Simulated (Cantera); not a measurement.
A closed system holds: 1 mol SiC, 0.16 mol C, 4.5 mol N2, held at 2800 K and 8.80 mbar.

Method: chemical equilibrium by Gibbs-energy minimisation in Cantera with the NASA 1993 tables (ideal gas, pure condensed phases). Candidate condensed phases: C, Si, SiC, Si3N4; 20 gas species. The tables' values for SiN are old estimates; treat these amounts as uncertain. Kinetics and transport are ignored.

Base state: N2 0.807, Si 0.113, SiC2 0.0627, CN 0.00911, C3 0.00359, Si2C 0.00200, C 0.000749, SiN 0.000640 (mole fractions); condensed: C(graphite).

Problem. What changes in the equilibrium state with this change: temperature from 2800 K to 2848.15 K?

Solution. 
| species | before | after |
|---|---|---|
| N2 | 0.807 | 0.801 |
| Si | 0.113 | 0.109 |
| SiC2 | 0.0627 | 0.0671 |
| CN | 0.00911 | 0.0124 |
| C5 | 3.43e-5 | 7.24e-5 |
| C4 | 6.59e-6 | 1.38e-5 |
| C2 | 0.000350 | 0.000633 |
| C(graphite), mol | 0.330 | 0.205 |

Problem. What changes in the equilibrium state with this change: 1.4 mol CO2 added?

Solution. 
| species | before | after |
|---|---|---|
| N2 | 0.807 | 0.558 |
| CO | 0 | 0.318 |
| Si | 0.113 | 0.0934 |
| SiC2 | 0.0627 | 1.88e-5 |
| SiO | 0 | 0.0300 |
| C3 | 0.00359 | 2.47e-8 |
| C5 | 3.43e-5 | <1e-9 |
| C(graphite), mol | 0.330 | 0 |
Further candidate phases: SiO2, Si2N2O.

Problem. What changes in the equilibrium state with this change: temperature from 2800 K to 2300 K?

Solution. 
| species | before | after |
|---|---|---|
| N2 | 0.807 | 0.981 |
| Si | 0.113 | 0.0152 |
| SiC2 | 0.0627 | 0.00210 |
| C5 | 3.43e-5 | 2.20e-9 |
| C2 | 0.000350 | 1.69e-7 |
| C3 | 0.00359 | 1.90e-6 |
| C | 0.000749 | 9.51e-7 |
| CNC | 1.10e-5 | 2.13e-8 |
| C(graphite), mol | 0.330 | 0.226 |
| SiC(s), mol | 0 | 0.908 |
